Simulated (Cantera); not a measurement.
Input: 1 mol Cu, 1.3 mol F₂, equilibrated at 975 K.

Equilibrium computed with Cantera from the NASA thermochemical tables; the gas is ideal and each condensed phase is pure. Candidate condensed phases: Cu, CuF₂; 6 gas species. Rates play no part.

What share of the Cu ends up in condensed phases as a function of P (Pa), at 1, 5.20, 27, 140, 720, 3700, 19000, 100000?


```json
[
 {"P (Pa)": "1", "Cu condensed (%)": "26.8", "as": "CuF₂(s)"},
 {"P (Pa)": "5.20", "Cu condensed (%)": "93.0", "as": "CuF₂(s)"},
 {"P (Pa)": "27", "Cu condensed (%)": "98.8", "as": "CuF₂(s)"},
 {"P (Pa)": "140", "Cu condensed (%)": "99.8", "as": "CuF₂(s)"},
 {"P (Pa)": "720", "Cu condensed (%)": "100.0", "as": "CuF₂(s)"},
 {"P (Pa)": "3700", "Cu condensed (%)": "100.0", "as": "CuF₂(s)"},
 {"P (Pa)": "19000", "Cu condensed (%)": "100.0", "as": "CuF₂(s)"},
 {"P (Pa)": "100000", "Cu condensed (%)": "100.0", "as": "CuF₂(s)"}
]
```
